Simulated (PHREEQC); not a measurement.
A solution holds 0.14 mol/kgw NaHCO3 and 3.3e-05 mol/kgw Na2HPO4, at 85 °C. Closed to the air; pH follows from the charge balance.

Model: ion-association model, phreeqc.dat, run in PHREEQC.

The ionic strength comes out as 0.131 mol/kgw. What activity coefficients do HPO4-2, NaCO3-, HCO3-, Na+, H2PO4- get?

HPO4-2 0.30, NaCO3- 0.74, HCO3- 0.75, Na+ 0.74, H2PO4- 0.75.

Precipitation was switched off in this run. Complexes and solids missing from the database can't appear. Constants without temperature data keep their 25 °C values here.
